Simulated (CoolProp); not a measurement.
Vapour-liquid equilibrium of n-hexane (1) + hexamethyldisiloxane (MM) (2) at 381.5 K; x and y are mole fractions of (1).

Values from CoolProp's multi-fluid Helmholtz-energy mixture model, Thol 2019 and Thol 2016; pair parameters Bell 2016.

Q: Give the bubble pressure and the first vapour's composition at x = 0.35, 0.5, 0.95. Is there an azeotrope?

A: x = 0.35: 0.1773 MPa, y = 0.523; x = 0.5: 0.2018 MPa, y = 0.678; x = 0.95: 0.2926 MPa, y = 0.981. No azeotrope shows between x = 0.05 and 0.95.

Pair parameters are fitted to limited data, so mixtures are less certain than the pure fluids.
